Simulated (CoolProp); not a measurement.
The numbers come from the reference Helmholtz-energy equation of state, Smukala 2000 in CoolProp.

Task: Give the vapour pressure (kPa), liquid cp (kJ/(kg K)), vapour Z of saturated ethylene at 135.3, 154.5, 168.9 K.

Result: 
```csv
T (K),p (kPa),liquid cp (kJ/(kg K)),vapour Z
135.3,7.61,2.41,0.995
154.5,38.3,2.40,0.984
168.9,98.5,2.42,0.967
```
